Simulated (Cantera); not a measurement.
An adiabatic, constant-volume homogeneous reactor starts with CO : H₂ : CH₄ : O₂ : N₂ = 1 : 0.19 : 0.73 : 0.979 : 3.68 (molar parts), equivalence ratio 2.1, at 950 K and 1000000 Pa. Integrator tolerance rtol = 1e-08.

Model: GRI-Mech 3.0 (53 species, 325 reactions), integrated in Cantera. Below about 1000 K GRI-Mech 3.0 lacks low-temperature oxidation paths.

| quantity | before | after |
|---|---|---|
| time of steepest temperature rise | 23.5 ms | 23.5 ms |
| temperature at 1.00 s | 2537 K | 2573 K |
| equilibrium temperature | 2537 K | 2573 K |
| x(CO) at 1.00 s | 0.203 (gas-phase equilibrium 0.203) | 0.182 (gas-phase equilibrium 0.182) |
| x(H₂) at 1.00 s | 0.101 (gas-phase equilibrium 0.101) | 0.100 (gas-phase equilibrium 0.100) |
| x(CH₄) at 1.00 s | 3.68e-9 (gas-phase equilibrium 4.05e-9) | 2.75e-9 (gas-phase equilibrium 3.03e-9) |
| x(C₂H₆) at 1.00 s | <1e-12 (gas-phase equilibrium <1e-12) | <1e-12 (gas-phase equilibrium <1e-12) |
| x(C₂H) at 1.00 s | <1e-12 (gas-phase equilibrium <1e-12) | <1e-12 (gas-phase equilibrium <1e-12) |
| x(O₂) at 1.00 s | 3.01e-6 (gas-phase equilibrium 3.01e-6) | 4.69e-6 (gas-phase equilibrium 4.69e-6) |
| x(H₂O) at 1.00 s | 0.131 (gas-phase equilibrium 0.131) | 0.139 (gas-phase equilibrium 0.139) |

What was changed between the two runs?
A. initial temperature 950 to 1575 K
B. initial temperature 950 to 1125 K
C. pressure from 1000000 Pa to 2500000 Pa
D. CO 1 to 0.79 parts

D, CO 1 to 0.79 parts
